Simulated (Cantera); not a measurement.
Feed: 1 mol Si, 2 mol HBr, 1.7 mol N2, at 2.10 Pa.

Points: T (K) = 798, 873, 948, 1023, 1098, 1173, 1248, 1323, 1398, 1473, 1548, 1623.

Cantera's Mixture.equilibrate('TP', solver="vcs", rtol=1e-11, max_steps=5000) on the NASA tables stopped like this:

```
ERROR: FAILURE its = 5001!

*******************************************************************************
CanteraError thrown by MultiPhase::equilibrate:
VCS solver failed. Return code: -1
*******************************************************************************
```

**Question.** What got this run through?

**Answer.** Several could match; the one computed here: The failure is numerical, not chemical. The same input converged with solver="gibbs", rtol=1e-10, max_steps=50000, and the result passed a check of the equilibrium conditions:
```
log10 of partial pressures in bar; condensed amounts in mol
       T/K       HBr        N2        H2        Br     SiBr2     SiBr4        Si      SiBr    Si(cr)  Si3N4(a)
       798    -4.950    -5.114    -5.859    -9.439   -11.369    -6.160   -28.755   -21.879         0    0.3004
       873    -4.946    -5.115    -5.873    -8.578    -9.823    -6.175   -24.830   -18.938         0    0.3015
       948    -4.944    -5.116    -5.884    -7.852    -8.526    -6.190   -21.528   -16.467         0    0.3023
      1023    -4.945    -5.117    -5.888    -7.237    -7.431    -6.218   -18.713   -14.365         0    0.3021
      1098    -4.957    -5.117    -5.868    -6.728    -6.535    -6.337   -16.286   -12.577         0    0.2952
      1173    -5.012    -5.111    -5.758    -6.373    -5.940    -6.802   -14.176   -11.115         0    0.2652
      1248    -5.132    -5.094    -5.579    -6.174    -5.655    -7.675   -12.330    -9.952         0    0.2139
      1323    -5.302    -5.077    -5.445    -6.048    -5.506    -8.652   -10.697    -8.976         0    0.1616
      1398    -5.499    -5.064    -5.365    -5.959    -5.425    -9.624    -9.240    -8.130         0    0.1204
      1473    -5.612    -5.034    -5.376    -5.775    -5.473   -10.408    -8.262    -7.597    0.3755         0
      1548    -5.669    -5.047    -5.379    -5.565    -5.551   -11.062    -7.498    -7.193    0.4487         0
      1623    -5.749    -5.066    -5.387    -5.401    -5.676   -11.762    -6.806    -6.854    0.5234         0
```

The gas is ideal and each condensed phase is pure. N2 is the only nitrogen source here; it is nearly inert below about 1500 K, so the nitride shown seldom forms there in practice. The tables' values for SiBr, SiBr3, SiN are old estimates; treat these amounts as uncertain.
